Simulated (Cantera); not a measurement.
A closed system holds: 1 mol SiH2Cl2, 6.6 mol NH3, 7.3 mol H2, held at 1973 K and 4.70 mbar.

Equilibrium computed with Cantera from the NASA thermochemical tables; the gas is ideal and each condensed phase is pure. Candidate condensed phases: NH4Cl, Si, Si3N4; 28 gas species. The tables' values for SiCl, SiN, SiCl3 are old estimates; treat these amounts as uncertain. Gases not in the tables: Si2H6 and higher silanes. Equilibrium is a limit: real reactors are often held back by kinetics, nucleation or transport.

Base state: H2 0.756, N2 0.144, HCl 0.0610, H 0.0171, SiCl2 0.0121, Si 0.00671, SiCl 0.00109, Cl 0.00103 (mole fractions); condensed: Si(l).

### Question
What changes in the equilibrium state with this change: pressure from 4.70 mbar to 0.770 bar?

### Answer
```json
[
 {"species": "H2", "before": "0.756", "after": "0.776"},
 {"species": "N2", "before": "0.144", "after": "0.147"},
 {"species": "HCl", "before": "0.0610", "after": "0.0628"},
 {"species": "H", "before": "0.0171", "after": "0.00135"},
 {"species": "Si", "before": "0.00671", "after": "4.10e-5"},
 {"species": "SiCl2", "before": "0.0121", "after": "0.0126"},
 {"species": "SiHCl3", "before": "9.86e-8", "after": "1.72e-5"},
 {"species": "SiH2Cl2", "before": "8.67e-8", "after": "1.51e-5"},
 {"species": "Si3", "before": "1.42e-5", "after": "8.64e-8"},
 {"species": "Si(l), mol", "before": "0.527", "after": "0.706"}
]
```
The tables' values for SiCl3, SiCl are old estimates; treat these amounts as uncertain.
